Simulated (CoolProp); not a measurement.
A single-stage vapour-compression cycle with c-C4F8 (RC318): evaporating at 251.15 K (dew point), condensing at 283.15 K (bubble point), superheat 8 K, subcooling 8 K, compressor efficiency 0.9, no pressure losses. Each further row changes one setting.

Values from CoolProp's reference Helmholtz-energy equation of state, Platzer 1990. This equation is an older, rougher fit; its heat capacities, sound speeds and derivatives of the liquid may be far off and weren't checked against measurements.

```json
[
 {"case": "as stated", "cooling COP": "?", "pressure ratio": "3.79", "discharge temperature (K)": "283.2", "refrigerating effect (kJ/kg)": "103", "volumetric capacity (kJ/m³)": "487"},
 {"case": "evaporating temperature 256.15 K", "cooling COP": "8.08", "pressure ratio": "3.00", "discharge temperature (K)": "284.2", "refrigerating effect (kJ/kg)": "107", "volumetric capacity (kJ/m³)": "?"},
 {"case": "condensing temperature 278.15 K", "cooling COP": "7.94", "pressure ratio": "3.15", "discharge temperature (K)": "?", "refrigerating effect (kJ/kg)": "109", "volumetric capacity (kJ/m³)": "512"},
 {"case": "subcooling 13 K", "cooling COP": "?", "pressure ratio": "3.79", "discharge temperature (K)": "283.2", "refrigerating effect (kJ/kg)": "109", "volumetric capacity (kJ/m³)": "512"},
 {"case": "superheat 18 K", "cooling COP": "?", "pressure ratio": "3.79", "discharge temperature (K)": "?", "refrigerating effect (kJ/kg)": "111", "volumetric capacity (kJ/m³)": "?"},
 {"case": "compressor efficiency 0.8", "cooling COP": "?", "pressure ratio": "3.79", "discharge temperature (K)": "285.8", "refrigerating effect (kJ/kg)": "103", "volumetric capacity (kJ/m³)": "487"}
]
```

Q: Complete the blanks.

A: 
- as stated, cooling COP: 6.50
- evaporating temperature 256.15 K, volumetric capacity (kJ/m³): 627
- condensing temperature 278.15 K, discharge temperature (K): 279.8
- subcooling 13 K, cooling COP: 6.83
- superheat 18 K, cooling COP: 6.68
- superheat 18 K, discharge temperature (K): 293.4
- superheat 18 K, volumetric capacity (kJ/m³): 501
- compressor efficiency 0.8, cooling COP: 5.78
